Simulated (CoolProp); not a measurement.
Aqueous methanol as a coolant, 34 % by mass, freezing at -30.6 °C, 1 atm.

Values from CoolProp's Melinder's fits for secondary coolants.

```json
[
 {"T (°C)": "-10.2", "density (kg/m³)": "959.1", "cp (kJ/(kg K))": "3.694", "conductivity (W/(m K))": "0.394", "Prandtl number": "53.7"},
 {"T (°C)": "-6.8", "density (kg/m³)": "957.7", "cp (kJ/(kg K))": "3.729", "conductivity (W/(m K))": "0.396", "Prandtl number": "46.2"},
 {"T (°C)": "-3.3", "density (kg/m³)": "956.2", "cp (kJ/(kg K))": "3.762", "conductivity (W/(m K))": "…", "Prandtl number": "…"},
 {"T (°C)": "0.2", "density (kg/m³)": "954.6", "cp (kJ/(kg K))": "3.794", "conductivity (W/(m K))": "0.400", "Prandtl number": "34.6"},
 {"T (°C)": "3.7", "density (kg/m³)": "953.0", "cp (kJ/(kg K))": "3.823", "conductivity (W/(m K))": "0.402", "Prandtl number": "30.3"},
 {"T (°C)": "7.1", "density (kg/m³)": "951.4", "cp (kJ/(kg K))": "3.849", "conductivity (W/(m K))": "0.405", "Prandtl number": "26.7"},
 {"T (°C)": "10.6", "density (kg/m³)": "949.7", "cp (kJ/(kg K))": "3.874", "conductivity (W/(m K))": "0.407", "Prandtl number": "23.6"},
 {"T (°C)": "14.1", "density (kg/m³)": "948.0", "cp (kJ/(kg K))": "3.896", "conductivity (W/(m K))": "0.409", "Prandtl number": "…"},
 {"T (°C)": "17.6", "density (kg/m³)": "…", "cp (kJ/(kg K))": "3.916", "conductivity (W/(m K))": "0.411", "Prandtl number": "18.7"},
 {"T (°C)": "21.1", "density (kg/m³)": "944.3", "cp (kJ/(kg K))": "…", "conductivity (W/(m K))": "0.414", "Prandtl number": "16.8"},
 {"T (°C)": "24.5", "density (kg/m³)": "942.5", "cp (kJ/(kg K))": "3.945", "conductivity (W/(m K))": "0.416", "Prandtl number": "15.2"},
 {"T (°C)": "28", "density (kg/m³)": "940.6", "cp (kJ/(kg K))": "…", "conductivity (W/(m K))": "…", "Prandtl number": "13.7"},
 {"T (°C)": "31.5", "density (kg/m³)": "938.6", "cp (kJ/(kg K))": "3.963", "conductivity (W/(m K))": "0.421", "Prandtl number": "12.4"},
 {"T (°C)": "35", "density (kg/m³)": "936.6", "cp (kJ/(kg K))": "3.967", "conductivity (W/(m K))": "0.423", "Prandtl number": "11.2"}
]
```

Q: What belongs in the gaps?

A: 
- -3.3, conductivity (W/(m K)): 0.398
- -3.3, Prandtl number: 39.9
- 14.1, Prandtl number: 21.0
- 17.6, density (kg/m³): 946.2
- 21.1, cp (kJ/(kg K)): 3.932
- 28, cp (kJ/(kg K)): 3.956
- 28, conductivity (W/(m K)): 0.418
